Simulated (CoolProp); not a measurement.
C3F8 (R218) at 293.15 K and 0.0388 MPa flows at 1.8 m/s in a round tube of 10 mm bore and 0.25 µm roughness, fully developed (64/Re and Nu = 3.66 if laminar; Colebrook and Gnielinski if turbulent). Each further row changes one setting.

Values from CoolProp's reference Helmholtz-energy equation of state, Lemmon 2006. It is a short technical equation, of lower accuracy than the large ones.

```tsv
case	Reynolds number	Darcy friction factor	pressure drop (Pa/m)	heat-transfer coefficient (W/(m² K))	mass flow (kg/h)
as stated	4450	0.0387	18.9	18.3	1.54
velocity 3.6 m/s	8890	0.0319	62.4	34.1	3.07
diameter 20 mm	8890	0.0319	7.80	17.0	6.15
```

Viscosity comes from a separate model (Huber 2003), an estimate that may be off by 10 % or more. Thermal conductivity comes from a separate model (Huber 2003), an estimate that may be off by 10 % or more.
